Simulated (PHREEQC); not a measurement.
Polishing slurry liquid: an equilibrium model

Consider water at 25 °C with 0.12 mol/kgw HNO3, 3.4e-07 mol/kgw H4SiO4 and 0.0012 mol/kgw H3BO3. Closed to the air; pH follows from the charge balance.

Equilibrium calculation in PHREEQC: ion-association model, phreeqc.dat.

No solid was allowed to form.

Q: What pH, density, specific conductance does the model give?

A: pH 1.01; density 1.001 g/cm³; specific conductance 41600 µS/cm.
